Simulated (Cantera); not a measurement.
Input (Python, Cantera) and output of one run.

```python
import numpy as np
import cantera as ct

gas_names = """
    CL CL2 H HCL H2 Si SiCL SiCL2 SiCL3 SiCL4 SiH SiHCL3 SiH2 SiH2CL2 SiH3 SiH3CL SiH4 Si2 Si3
""".split()
cond_names = """
    Si(cr) Si(L)
""".split()


def load(file, names, dense=False):
    # The tables refer to 1 bar. Condensed volumes are neglected.
    table = {s.name: s for s in ct.Species.list_from_file(file)}
    out = []
    for n in names:
        d = dict(table[n].input_data)
        d["thermo"] = dict(d["thermo"], **{"reference-pressure": 1e5})
        if dense:
            d["equation-of-state"] = {"model": "constant-volume", "density": "1e6 g/cm^3"}
        out.append(ct.Species.from_dict(d))
    return out


gas = ct.Solution(thermo="ideal-gas", species=load("nasa_gas.yaml", gas_names))
cond = {s.name: ct.Solution(thermo="fixed-stoichiometry", species=[s], name=s.name)
        for s in load("nasa_condensed.yaml", cond_names, dense=True)}
atoms = {
    'SiCl4': {'Si': 1, 'CL': 4},
    'HCl': {'H': 1, 'CL': 1},
    'H2': {'H': 2},
}
top_T = {}  # K; cautious upper limits of use, not melting points


def equilibrate(T, P, feed):
    n = {}
    for name, mol in feed.items():
        for a, k in atoms[name].items():
            n[a] = n.get(a, 0.0) + k * mol
    gas.TPX = T, P, n
    mass = sum(n.values()) * gas.mean_molecular_weight
    gas.equilibrate("TP")
    valid = [c for c in cond.values() if c.min_temp <= T <= top_T.get(c.name, c.max_temp)]
    mix = ct.Mixture([(gas, mass / gas.mean_molecular_weight)] + [(c, 0.0) for c in valid])
    mix.T, mix.P = T, P
    mix.equilibrate("TP", solver="vcs", rtol=1e-11, max_steps=5000)
    return mix


results = []
feed = {'SiCl4': 1, 'HCl': 2.9, 'H2': 0.27}  # mol
P = 320000  # Pa
for T in [748, 823, 898, 973, 1048, 1123, 1198, 1273, 1348, 1423, 1498]:
    mix = equilibrate(T, P, feed)
    results.append((T, P, feed, dict(zip(mix.species_names, mix.species_moles))))

top = {s: max(r[3][s] / sum(r[3][g] for g in gas_names) for r in results) for s in gas_names}
cols = sorted((s for s in top if top[s] > 0.001), key=lambda s: -top[s])[:5]
seen = [c for c in cond_names if any(r[3].get(c, 0) > 1e-12 for r in results)]
print("log10 of partial pressures in bar; condensed amounts in mol")
print(f"{'T/K':>10s}" + "".join(f"{s[:9]:>10s}" for s in cols + seen))
for T, P, feed, n in results:
    ng = sum(n[g] for g in gas_names)
    print(f"{T:10.4g}" + "".join(f"{np.log10(max(n[s] / ng * P / 1e5, 1e-99)):10.3f}" for s in cols)
          + "".join(f"{n.get(c, 0):10.4g}" for c in seen))
```

It prints:

```
log10 of partial pressures in bar; condensed amounts in mol
       T/K       HCL     SiCL4        H2     SiCL3    SiHCL3
       748     0.347    -0.115    -0.684    -7.809    -4.503
       823     0.347    -0.115    -0.684    -6.686    -4.065
       898     0.347    -0.115    -0.684    -5.755    -3.702
       973     0.347    -0.115    -0.684    -4.970    -3.397
      1048     0.348    -0.115    -0.685    -4.300    -3.138
      1123     0.348    -0.116    -0.686    -3.722    -2.916
      1198     0.348    -0.116    -0.688    -3.218    -2.723
      1273     0.348    -0.118    -0.691    -2.777    -2.556
      1348     0.349    -0.120    -0.697    -2.389    -2.411
      1423     0.350    -0.124    -0.706    -2.048    -2.289
      1498     0.351    -0.131    -0.722    -1.749    -2.192
```

Method: chemical equilibrium by Gibbs-energy minimisation in Cantera with the NASA 1993 tables (ideal gas, pure condensed phases). The tables' values for SiCl3 are old estimates; treat these amounts as uncertain.
